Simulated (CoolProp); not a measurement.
A single-stage vapour-compression cycle with the fluid: evaporating at 304.15 K (dew point), condensing at 370.15 K (bubble point), superheat 2 K, subcooling 8 K, compressor efficiency 0.65, no pressure losses. The same conditions are run with several fluids, on thermodynamics alone (safety and materials aside).

Model: reference Helmholtz-energy equation of state of each fluid (R236FA: Pan 2012; R365MFC: Lemmon 2016; R1233zd(E): Akasaka 2022; c-C4F8 (RC318): Platzer 1990; cyclohexane: Zhou 2014; cis-2-butene: Lemmon 2005), in CoolProp. The equations of Platzer and Polt are older, rougher fits.

Question: Rank R236FA, R365MFC, R1233zd(E), c-C4F8 (RC318), cyclohexane, cis-2-butene by cooling COP, highest first.

Answer: cyclohexane (2.48), cis-2-butene (2.28), R1233zd(E) (2.24), R365MFC (2.17), R236FA (1.80), c-C4F8 (RC318) (1.34)

```
fluid           pressure ratio  discharge temperature (K)  refrigerating effect (kJ/kg)  volumetric capacity (kJ/m³)
--------------  --------------  -------------------------  ----------------------------  ---------------------------
R236FA                    5.49                      371.7                          65.8                         1450
R365MFC                   7.59                      370.2                           110                          477
R1233zd(E)                6.08                      380.6                           116                         1010
c-C4F8 (RC318)            5.12                      370.2                          32.3                         1080
cyclohexane               9.51                      382.8                           274                          155
cis-2-butene              5.17                      388.0                           247                         1520
```

The compression ends wet for: R365MFC; c-C4F8 (RC318).
